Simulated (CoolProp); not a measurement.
Saturation properties of dimethyl carbonate (Tc = 557.0 K, pc = 4.909 MPa, ω = 0.346).

Model: reference Helmholtz-energy equation of state, Zhou 2011, in CoolProp.

| T (K) | p (MPa) | liquid density (kg/m³) | enthalpy of vaporisation (kJ/kg) | vapour Z |
|---|---|---|---|---|
| 444.6 | 0.7876 | 846.6 | 310.5 | 0.8716 |
| 449.6 | 0.8696 | 837.8 | 305.7 | 0.8620 |
| 454.6 | 0.9579 | 828.8 | 300.7 | 0.8519 |
| 459.7 | 1.055 | 819.3 | 295.5 | 0.8410 |
| 464.7 | 1.157 | 809.9 | 290.1 | 0.8298 |
| 469.7 | 1.266 | 800.2 | 284.6 | 0.8181 |
| 474.7 | 1.384 | 790.3 | 278.9 | 0.8056 |
| 479.8 | 1.511 | 779.8 | 272.7 | 0.7923 |
| 484.8 | 1.645 | 769.3 | 266.5 | 0.7784 |

It boils at 363.3 K under 1 atm.
